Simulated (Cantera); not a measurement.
A closed system holds: 1 mol TEOS, 0.21 mol N2O, 0.82 mol H2, held at 0.00440 bar.

Cantera equilibrium calculation (NASA polynomials, part measured and part estimated; ideal gas, pure solids and liquids). Candidate condensed phases: C, C6H6, C7H8, C8H18, H2O, Si, SiC, SiO2, Si2N2O, Si3N4; 151 gas species. The feed counts by its element totals alone. Mutual solubility and eutectic melting of coexisting phases are not modelled. The tables hold silica as quartz up to 1696 K and as liquid above; real silica turns to tridymite and cristobalite and melts near 1996 K. Kinetics and transport are ignored.

Q: What share of the Si ends up in condensed phases as a function of T (°C), at 775, 875, 975, 1075, 1175, 1275, 1375, 1475, 1575, 1675?

A: 
| T (°C) | Si condensed (%) | as |
|---|---|---|
| 775 | 100.0 | SiO2(β-quartz) |
| 875 | 100.0 | SiO2(β-quartz) |
| 975 | 100.0 | SiO2(β-quartz) + Si2N2O(s) |
| 1075 | 99.6 | SiC(s) + Si2N2O(s) |
| 1175 | 99.3 | SiC(s) |
| 1275 | 99.0 | SiC(s) |
| 1375 | 98.6 | SiC(s) |
| 1475 | 98.0 | SiC(s) |
| 1575 | 97.3 | SiC(s) |
| 1675 | 96.2 | SiC(s) |
